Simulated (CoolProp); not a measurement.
Vapour-liquid equilibrium of R134a (1) + R141b (2) at -42.15 °C; x and y are mole fractions of (1).

The numbers come from the multi-fluid Helmholtz-energy mixture model, Tillner-Roth 1994 and Lemmon 2006; pair parameters Bell 2016 in CoolProp.

Q: Give the bubble pressure and the first vapour's composition at x = 0.275, 0.5, 0.875. Is there an azeotrope?

A: x = 0.275: 0.02187 MPa, y = 0.906; x = 0.5: 0.03113 MPa, y = 0.947; x = 0.875: 0.04143 MPa, y = 0.982. No azeotrope shows between x = 0.05 and 0.95.

Pair parameters are fitted to limited data, so mixtures are less certain than the pure fluids. With so large a gap from Raoult's law the liquid may split in two, which this calculation doesn't test in full.
